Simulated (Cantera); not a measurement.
Charge: 1 mol HgO, 0.46 mol O₂, 4 mol N₂, held at 1.30 mbar.

Method: chemical equilibrium by Gibbs-energy minimisation in Cantera with the NASA 1993 tables (ideal gas, pure condensed phases). Candidate condensed phases: Hg, HgO; 10 gas species. The numbers say what is thermodynamically allowed, not how fast it happens. All values below are at 1198 K.

Base state: N₂ 0.671, Hg 0.168, O₂ 0.161, NO 0.000156 (mole fractions); condensed: gas only.

### Question
What changes in the equilibrium state with this change: HgO replaced by PbO?

### Answer
```
species        before     after
-----------  --------  --------
N₂              0.671     0.849
O₂              0.161    0.0985
PbO                 0    0.0504
Hg              0.168         0
Pb                  0   0.00172
NO           0.000156  0.000137
PbO(l), mol         0     0.755
```
Further candidate phases: Pb, PbO, PbO₂, Pb₃O₄.
